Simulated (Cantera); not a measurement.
Input: 1 mol SiC, 0.21 mol CO2, 4 mol H2, equilibrated at 120 Pa.

Method: chemical equilibrium by Gibbs-energy minimisation in Cantera with the NASA 1993 tables (ideal gas, pure condensed phases). Candidate condensed phases: C, C6H6, C7H8, C8H18, H2O, Si, SiC, SiO2; 123 gas species. Gases not in the tables: Si2H6 and higher silanes. Rates play no part.

Q: At 1875 °C, list the 4 most abundant gas species with their mole fractions, and the condensed phases.

A: H2 0.771, H 0.106, CO 0.0823, Si 0.0337. Condensed: SiC(s).
